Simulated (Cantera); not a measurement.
A closed system holds: 1 mol Al, 5.6 mol Cl₂, 0.63 mol H₂, equilibrated at 700 K and 10.0 Torr.

Cantera equilibrium calculation (NASA polynomials, part measured and part estimated; ideal gas, pure solids and liquids). Candidate condensed phases: Al, AlCl₃; 12 gas species. Rates play no part.

Base state: Cl₂ 0.614, HCl 0.223, AlCl₃ 0.151, Al₂Cl₆ 0.0131 (mole fractions); condensed: gas only.

Problem. What changes in the equilibrium state with this change: Cl₂ from 5.6 to 2 mol?

Solution. 
```tsv
species	before	after
HCl	0.223	0.504
AlCl₃	0.151	0.357
Al₂Cl₆	0.0131	0.0735
Cl₂	0.614	<1e-9
H₂	<1e-9	0.0655
```

Problem. What changes in the equilibrium state with this change: H₂ from 0.63 to 0.92 mol?

Solution. 
```
species  before   after
-------  ------  ------
Cl₂       0.614   0.535
HCl       0.223   0.309
AlCl₃     0.151   0.144
Al₂Cl₆   0.0131  0.0120
```
